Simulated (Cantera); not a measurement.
Feed: 1 mol acetone, 0.066 mol H2O, 0.013 mol NH3, held at 8.60 bar.

Equilibrium computed with Cantera from the NASA thermochemical tables; the gas is ideal and each condensed phase is pure. Candidate condensed phases: C, C6H6, C7H8, C8H18, H2O; 136 gas species. The feed counts by its element totals alone. Kinetics and transport are ignored.

### Question
At 1273 K, list the 4 most abundant gas species with their mole fractions, and the condensed phases.

### Answer
H2 0.692, CO 0.247, CH4 0.0387, H2O 0.0175. Condensed: C(graphite).
